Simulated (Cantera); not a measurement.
A closed system holds: 1 mol SiH4, 210 mol H2, held at 0.0430 bar.

Equilibrium computed with Cantera from the NASA thermochemical tables; the gas is ideal and each condensed phase is pure. Candidate condensed phases: Si; 9 gas species. Gases not in the tables: Si2H6 and higher silanes. Rates play no part.

### Question
At 1477 °C, list the 4 most abundant gas species with their mole fractions, and the condensed phases.

### Answer
H2 0.999, H 0.00112, Si 3.49e-5, SiH2 2.08e-5. Condensed: Si(l).
